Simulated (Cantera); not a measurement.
Feed: 1 mol C2H2, 3.3 mol CO2, held at 1450 K and 1 atm.

These are equilibrium values from Cantera (NASA tables, ideal gas, pure condensed phases), not measurements of a reactor. Candidate condensed phases: C, C6H6, C7H8, C8H18, H2O; 110 gas species. The numbers say what is thermodynamically allowed, not how fast it happens.

Base state: CO 0.689, CO2 0.152, H2 0.104, H2O 0.0546 (mole fractions); condensed: gas only.

Question: What changes in the equilibrium state with this change: C2H2 replaced by C3H8?

Answer: 
```tsv
species	before	after
CO	0.689	0.600
H2	0.104	0.371
H2O	0.0546	0.0173
CO2	0.152	0.0118
CH4	1.21e-7	1.49e-5
```

Question: What changes in the equilibrium state with this change: CO2 from 3.3 to 0.8 mol?

Answer: 
```tsv
species	before	after
CO	0.689	0.615
H2	0.104	0.384
H2O	0.0546	0.000596
CO2	0.152	0.000402
CH4	1.21e-7	0.000492
C(graphite), mol	0	1.20
```

Question: What changes in the equilibrium state with this change: C2H2 replaced by n-butane?

Answer: 
```json
[
 {"species": "CO", "before": "0.689", "after": "0.569"},
 {"species": "H2", "before": "0.104", "after": "0.430"},
 {"species": "CH4", "before": "1.21e-7", "after": "0.000618"},
 {"species": "CO2", "before": "0.152", "after": "0.000344"},
 {"species": "H2O", "before": "0.0546", "after": "0.000618"},
 {"species": "C(graphite), mol", "before": "0", "after": "0.704"}
]
```
